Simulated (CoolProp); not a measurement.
Ethylene at several states: fugacity coefficient from the reference equation and from simpler models built on Tc = 282.4 K, pc = 5.042 MPa, ω = 0.087; each cubic takes its own stable root.

Model: reference Helmholtz-energy equation of state, Smukala 2000, in CoolProp.

| T (K) | p (MPa) | phase | reference | van der Waals | Redlich-Kwong | Soave-Redlich-Kwong | Peng-Robinson |
|---|---|---|---|---|---|---|---|
| 375.7 | 0.0177 | gas | 0.9995 | 0.9995 | 0.9995 | 0.9995 | 0.9994 |
| 332.7 | 0.142 | gas | 0.9943 | 0.9944 | 0.9941 | 0.9943 | 0.9934 |
| 394.1 | 1.61 | gas | 0.9642 | 0.9599 | 0.9613 | 0.9653 | 0.9572 |
| 355.3 | 22.4 | supercritical | 0.5282 | 0.5195 | 0.5293 | 0.5562 | 0.5102 |
| 268.9 | 0.0144 | gas | 0.9989 | 0.9990 | 0.9989 | 0.9989 | 0.9988 |
